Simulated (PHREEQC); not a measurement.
PHREEQC input (ion-association model, wateq4f.dat):

```
SOLUTION_SPECIES
  2 NO3- + 12 H+ + 10 e- = N2 + 6 H2O  # shut off: nitrate stays nitrate
    -log_k -100
    -delta_h 0
    -analytic -100
SOLUTION 1
  temp 20
  units mmol/kgw
  pH 7 charge
  N(5) 1.96
  Pb 0.98
  Cl 65.084
  Ca 0.042
  Na 38
SOLUTION 2
  temp 20
  units mmol/kgw
  pH 7 charge
  S(6) 4.028
  Ni 4
  Ca 0.037
  Ag 0.056
END
SELECTED_OUTPUT 1
  -reset false
  -pH true
  -pe true
  -ionic_strength true
  -water true
  -totals Ag Ca Cl N Na Ni Pb S N(5) N(3)
    N(0) N(-3) S(-2) S(6)
  -molalities H+ Ag+ Ca+2 Cl- NO3- Na+ Ni+2 Pb+2 SO4-2 CaSO4
    NH3 NaSO4- CaOH+ HSO4- H2S HS- S-2 O2 NH4+ NH4SO4-
    OH- CaHSO4+ PbCl+ PbCl2 PbCl3- PbCl4-2 PbOH+ Pb(OH)2 Pb(OH)3- Pb2OH+3
    PbNO3+ PbSO4 Pb(HS)2 Pb(HS)3- Pb3(OH)4+2 NO2- NiCl+ NiOH+ Ni(OH)2 Ni(OH)3-
    NiSO4 AgCl AgCl2- AgCl3-2 AgCl4-3 AgHS Ag(HS)2- AgOH Ag(OH)2- AgSO4-
    AgNO3 Ag(NO2)2- Pb(OH)4-2 Pb(SO4)2-2 NiCl2 Ni(SO4)2-2
  -equilibrium_phases Gypsum Portlandite Litharge Anglesite Cotunnite Laurionite Larnakite Ni(OH)2 Ni4(OH)6SO4 Cerargyrite
    Ag2O Ag2SO4 Halite Mirabilite Morenosite
PRINT
  -reset false
MIX 1
  1 1
  2 0
EQUILIBRIUM_PHASES 1
  Gypsum 0 0
  Portlandite 0 0
  Litharge 0 0
  Anglesite 0 0
  Cotunnite 0 0
  Laurionite 0 0
  Larnakite 0 0
  Ni(OH)2 0 0
  Ni4(OH)6SO4 0 0
  Cerargyrite 0 0
  Ag2O 0 0
  Ag2SO4 0 0
  Halite 0 0
  Mirabilite 0 0
  Morenosite 0 0
  O2(g) -0.68 10
END
# ... the last block is repeated for the other 20 points of share of solution B
```

Selected output (columns that matter, 15 of 21 rows; share of solution B added in front):

```
share of solution B	pH	mu	Ag	Ca	Cl	N	Na	Ni	Pb	S	m_H+	Anglesite	Ni(OH)2	Cerargyrite
0	1.6429	0.067041	0	4.2e-05	0.065084	0.00196	0.038	0	0.00098	0	0.027	0	0	0
0.05	1.666	0.064264	1.8102e-06	4.175e-05	0.061829	0.001862	0.0361	0.0002	0.000931	0.0002014	0.025551	0	0	9.8976e-07
0.15	1.7147	0.058435	1.6291e-06	4.125e-05	0.055315	0.001666	0.0323	0.0006	0.00068185	0.00045305	0.022735	0.00015115	0	6.7709e-06
0.2	1.741	0.05546	1.5407e-06	4.1e-05	0.052058	0.001568	0.0304	0.0008	0.00052555	0.00054715	0.021346	0.00025845	0	9.6593e-06
0.3	1.7999	0.049691	1.366e-06	4.05e-05	0.045543	0.001372	0.0266	0.0012	0.00030156	0.00082396	0.01854	0.00038444	0	1.5434e-05
0.35	1.8331	0.046896	1.2799e-06	4.025e-05	0.042286	0.001274	0.0247	0.0014	0.00023007	0.0010029	0.017128	0.00040693	0	1.832e-05
0.45	1.9087	0.041442	1.1101e-06	3.975e-05	0.035772	0.001078	0.0209	0.0018	0.00014037	0.001414	0.01431	0.00039863	0	2.409e-05
0.5	1.9521	0.038764	1.0266e-06	3.95e-05	0.032515	0.00098	0.019	0.002	0.00011233	0.0016363	0.012911	0.00037767	0	2.6973e-05
0.55	2.0001	0.036112	9.4409e-07	3.925e-05	0.029258	0.000882	0.0171	0.0022	9.1145e-05	0.0018655	0.011522	0.00034985	0	2.9856e-05
0.65	2.1148	0.030869	7.8204e-07	3.875e-05	0.022744	0.000686	0.0133	0.0026	6.2057e-05	0.0023373	0.0087845	0.00028094	0	3.5618e-05
0.7	2.1852	0.028274	7.026e-07	3.85e-05	0.019487	0.000588	0.0114	0.0028	5.19e-05	0.0025775	0.0074415	0.0002421	0	3.8497e-05
0.8	2.37	0.023128	5.4764e-07	3.8e-05	0.012973	0.000392	0.0076	0.0032	3.7075e-05	0.0030635	0.0048202	0.00015893	0	4.4252e-05
0.85	2.501	0.020574	4.7316e-07	3.775e-05	0.0097155	0.000294	0.0057	0.0034	3.1622e-05	0.0033084	0.0035483	0.00011538	0	4.7127e-05
0.95	3.0039	0.015492	3.4969e-07	3.725e-05	0.0032013	9.8e-05	0.0019	0.0038	2.3382e-05	0.003801	0.0011019	2.5618e-05	0	5.285e-05
1	6.5575	0.012941	5.6e-05	3.7e-05	0	0	0	0.0039632	0	0.004028	3.0589e-07	0	3.6771e-05	0
```

Species that the database lacks are ignored. The database's Ni(OH)2 is the aged solid; a fresh precipitate is more soluble.
